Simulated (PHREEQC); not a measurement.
**Reverse-osmosis permeate**

A made-up water analysis in mg/L, 20 °C, pH 5.96, pe 11.8:

| constituent | mg/L |
|---|---|
| Na | 0.49 |
| K | 0.323 |
| Ca | 1.04 |
| Mg | 1.5 |
| Cl | 2.08 |
| S(6) as SO4 | 4.5 |
| Alkalinity as HCO3 | 3.23 |
| Pb | 0.0141 |

Na is adjusted to close the charge balance.
Valence states are taken as typed.

Equilibrium calculation in PHREEQC: ion-association model, wateq4f.dat.

Each row changes one thing in this solution. No solid was allowed to form.

| case | CO2 (mol/kgw) | Pb+2 (mol/kgw) | HSO4- (mol/kgw) | PbHCO3+ (mol/kgw) | CO3-2 (mol/kgw) | PbCO3 (mol/kgw) | SI of Pb(OH)2 (Pb(OH)2) | SI of Anglesite (PbSO4) |
|---|---|---|---|---|---|---|---|---|
| as made | 0.000140 | 6.12e-8 | 4.15e-9 | 2.41e-9 | 2.21e-9 | 1.99e-9 | -3.65 | -3.80 |
| pH from 5.96 to 6.96 at the same alkalinity | 1.37e-5 | (withheld) | 4.16e-10 | 1.70e-9 | (withheld) | 1.40e-8 | (withheld) | -3.95 |
| pH from 5.96 to 5.5 at the same alkalinity | (withheld) | 6.29e-8 | (withheld) | 2.58e-9 | 7.95e-10 | 7.35e-10 | -4.56 | -3.79 |

### Question
Some entries are withheld; supply them.

### Answer

- pH from 5.96 to 6.96 at the same alkalinity, Pb+2 (mol/kgw): 4.40e-8
- pH from 5.96 to 6.96 at the same alkalinity, CO3-2 (mol/kgw): 2.16e-8
- pH from 5.96 to 6.96 at the same alkalinity, SI of Pb(OH)2 (Pb(OH)2): -1.80
- pH from 5.96 to 5.5 at the same alkalinity, CO2 (mol/kgw): 0.000419
- pH from 5.96 to 5.5 at the same alkalinity, HSO4- (mol/kgw): 1.20e-8
